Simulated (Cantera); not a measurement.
**Catalytic stagnation flow on Pt**

A jet of 1.41 % CH₄, 13.0 % O₂, 85.6 % N₂, equivalence ratio 0.22 at 300 K and 0.0450 bar hits a platinum plate 5.9 cm away at a mass flux of 0.079 kg/m²/s; the plate temperature is set and raised in steps from an oxygen-covered start.

Detailed kinetics in Cantera: Deutschmann's 1995 Pt surface mechanism with GRI-Mech 3.0 gas chemistry. Catalytic surfaces can have several steady states; this one follows from the mechanism file's or the stated starting coverage.

```
plate T (K)  wall x CH₄  wall x O₂  wall x H₂O  wall x OH  wall x CO  wall x CO₂  θ free Pt   θ O*
-----------  ----------  ---------  ----------  ---------  ---------  ----------  ---------  -----
950             0.00882      0.119     0.00978    7.36e-8    4.98e-6     0.00643      0.299  0.701
1000            0.00723      0.115      0.0127    2.07e-7    5.54e-6     0.00837      0.370  0.629
1050            0.00592      0.113      0.0151    5.10e-7    6.07e-6     0.00994      0.441  0.559
1100            0.00491      0.111      0.0169    1.14e-6    6.67e-6      0.0112      0.509  0.490
1150            0.00415      0.109      0.0183    2.31e-6    7.41e-6      0.0121      0.574  0.426
1200            0.00357      0.108      0.0193    4.36e-6    8.38e-6      0.0127      0.634  0.366
1250            0.00313      0.107      0.0200    7.73e-6    9.66e-6      0.0132      0.689  0.311
1300            0.00283      0.106      0.0205    1.29e-5    1.15e-5      0.0134      0.739  0.261
```
x: mole fraction at the wall; θ: surface coverage.
